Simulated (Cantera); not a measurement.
Input: 1 mol borazine, 12 mol N₂, 0.11 mol H₂, at 1825 K and 750 Torr.

Method: chemical equilibrium by Gibbs-energy minimisation in Cantera with the NASA 1993 tables (ideal gas, pure condensed phases). Candidate condensed phases: B, BN; 15 gas species. The feed counts by its element totals alone. Equilibrium is a limit: real reactors are often held back by kinetics, nucleation or transport.

Question: What is the equilibrium state?

Answer: 
| Property | Result |
|---|---|
| x(N₂) | 0.794 |
| x(H₂) | 0.206 |
| x(H) | 0.000200 |
| x(NH₃) | 2.30e-6 |
| n(BN(s)) | 3.00 mol |
| gas amount | 15.11 mol |
| log10 activity of B(s) (absent) | -2.54 |
